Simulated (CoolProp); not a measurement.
Propylene glycol along the isobar 380 bar: density (kg/m³) from the reference equation and from simpler models built on Tc = 674.0 K, pc = 72.92 bar, ω = 0.327; each cubic takes its own stable root.

Computed with CoolProp (reference Helmholtz-energy equation of state, Eisenbach 2021).

```tsv
T (K)	phase	reference
524.8	liquid	871.4
531.6	liquid	865.0
538.4	liquid	858.5
545.2	liquid	852.0
552	liquid	845.3
558.8	liquid	838.5
565.6	liquid	831.6
572.4	liquid	824.7
579.2	liquid	817.6
586	liquid	810.3
592.8	liquid	803.0
599.6	liquid	795.6
606.4	liquid	788.0
613.2	liquid	780.2
620	liquid	772.4
```

Question: How far does each simpler model (van der Waals, Soave-Redlich-Kwong, Peng-Robinson) lie from the reference over these 15 states: mean and median of the absolute difference, and the worst?

Answer: 
- van der Waals: mean 27.8 %, median 27.9 %, worst -29.6 % at 524.8 K and 380 bar
- Soave-Redlich-Kwong: mean 0.4 %, median 0.4 %, worst -0.4 % at 586 K and 380 bar
- Peng-Robinson: mean 11.7 %, median 11.7 %, worst +11.9 % at 524.8 K and 380 bar
